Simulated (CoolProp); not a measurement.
A simple Rankine cycle with tetrahydrofuran: condensing at 315.15 K, boiler at 0.188 MPa, turbine inlet 509.4 K, turbine efficiency 0.85, pump efficiency 0.7, no recuperator. Each further row changes one setting.

The numbers come from the reference Helmholtz-energy equation of state, Fiedler 2023 in CoolProp.

```tsv
case	thermal efficiency (%)	net work (kJ/kg)	heat in (kJ/kg)	turbine exit temperature (K)	volume ratio over the turbine
as stated	9.5	68.9	728	470.2	4.03
turbine inlet 529.4 K	9.4	71.8	767	490.2	4.04
condensing temperature 307.15 K	11.2	83.1	742	461.9	5.44
boiler pressure 0.132 MPa	7.3	53.0	729	479.7	2.87
turbine efficiency 0.75	8.3	60.8	728	474.9	4.07
```
